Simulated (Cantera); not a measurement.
Charge: 1 mol BCl3, a varied amount of NH3, 73 mol H2, at 1000 °C and 3.00 mbar.

These are equilibrium values from Cantera (NASA tables, ideal gas, pure condensed phases), not measurements of a reactor. Candidate condensed phases: B, BN, NH4Cl; 21 gas species. Mutual solubility and eutectic melting of coexisting phases are not modelled. Equilibrium is a limit: real reactors are often held back by kinetics, nucleation or transport.

log p: log10 of the partial pressure in bar; n: condensed amount in mol.

| n(NH3) (mol) | log p H2 | log p N2 | log p HCl | log p BCl3 | log p H | log p BCl | log p BCl2 | n B(s) | n BN(s) |
|---|---|---|---|---|---|---|---|---|---|
| 0.25 | -2.54 | -11.37 | -3.92 | -6.68 | -7.42 | -7.72 | -8.22 | 0.744 | 0.250 |
| 0.36 | -2.54 | -11.37 | -3.92 | -6.68 | -7.42 | -7.72 | -8.23 | 0.634 | 0.360 |
| 0.52 | -2.54 | -11.37 | -3.92 | -6.69 | -7.42 | -7.72 | -8.23 | 0.474 | 0.520 |
| 0.76 | -2.54 | -11.37 | -3.93 | -6.69 | -7.42 | -7.72 | -8.23 | 0.234 | 0.760 |
| 1.1 | -2.54 | (withheld) | -3.93 | (withheld) | -7.42 | -10.56 | -11.07 | 0 | 1.000 |
| 1.6 | -2.54 | -4.93 | -3.93 | -9.93 | -7.42 | -10.95 | -11.46 | 0 | 1.000 |
| 2.3 | -2.54 | -4.61 | -3.94 | -10.11 | -7.42 | -11.12 | -11.64 | 0 | 1.000 |
| 3.3 | -2.55 | (withheld) | -3.95 | (withheld) | -7.42 | -11.25 | -11.78 | 0 | 1.000 |
| 4.8 | -2.55 | -4.17 | -3.97 | -10.40 | -7.42 | -11.36 | -11.91 | 0 | 1.000 |
| 7 | -2.55 | -3.99 | -3.99 | -10.55 | -7.42 | -11.47 | -12.04 | 0 | 1.000 |
| 10 | -2.56 | -3.84 | -4.02 | -10.70 | -7.43 | -11.57 | -12.16 | 0 | 1.000 |
| 15 | -2.57 | -3.69 | -4.06 | -10.90 | -7.43 | -11.68 | -12.31 | 0 | 1.000 |
| 21 | -2.57 | -3.59 | -4.11 | -11.08 | -7.43 | -11.78 | -12.46 | 0 | 1.00 |

Question: What belongs in the gaps?

Answer: 
- 3.3, log p N2: -4.37
- 3.3, log p BCl3: -10.26
- 1.1, log p N2: -5.71
- 1.1, log p BCl3: -9.53
